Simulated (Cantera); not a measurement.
A closed system holds: 1 mol Si3N4, 0.16 mol O2, a varied amount of H2, equilibrated at 10.0 mbar.

Method: chemical equilibrium by Gibbs-energy minimisation in Cantera with the NASA 1993 tables (ideal gas, pure condensed phases). Candidate condensed phases: H2O, Si, SiO2, Si2N2O, Si3N4; 35 gas species. Mutual solubility and eutectic melting of coexisting phases are not modelled. Kinetics and transport are ignored.

Problem. What condenses at these points (T in °C, n(H2) in mol): (1825, 91); (1375, 53); (1075, 24); (1675, 14); (1675, 91); (775, 24); (1225, 43)?

Solution. 
| T (°C) | n(H2) in mol | condensed phases | Si condensed (%) |
|---|---|---|---|
| 1825 | 91 | Si | 42.9 |
| 1375 | 53 | Si + Si2N2O | 91.9 |
| 1075 | 24 | Si2N2O + Si3N4 | 100.0 |
| 1675 | 14 | Si | 87.9 |
| 1675 | 91 | Si | 81.0 |
| 775 | 24 | Si2N2O + Si3N4 | 100.0 |
| 1225 | 43 | Si + Si2N2O + Si3N4 | 99.9 |
